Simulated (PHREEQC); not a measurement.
A PHREEQC speciation (ion-association model, phreeqc.dat) at 20 °C gives pH 4.39 and these molalities:

```json
[
 {"species": "CuSO4", "mol/kgw": "0.284"},
 {"species": "SO4-2", "mol/kgw": "0.226"},
 {"species": "Cu+2", "mol/kgw": "0.226"},
 {"species": "K+", "mol/kgw": "0.000526"},
 {"species": "HSO4-", "mol/kgw": "0.000167"},
 {"species": "KSO4-", "mol/kgw": "0.000114"},
 {"species": "Cu2(OH)2+2", "mol/kgw": "0.000100"},
 {"species": "H+", "mol/kgw": "5.40e-5"},
 {"species": "CuOH+", "mol/kgw": "1.93e-5"},
 {"species": "Cu(OH)2", "mol/kgw": "4.89e-7"}
]
```

Q: What are the element totals, and what could have been dissolved in 1 kg of water to give them?

A: Several could match; the one computed here: totals Cu(2) 0.510, K 0.000640, S(6) 0.510 mol/kgw, from 0.00032 mol K2SO4 and 0.51 mol CuSO4 per kg of water.

Precipitation was switched off in this run. The ionic strength is past about 0.7 mol/kgw, beyond the range of this activity model, so the values are rough.
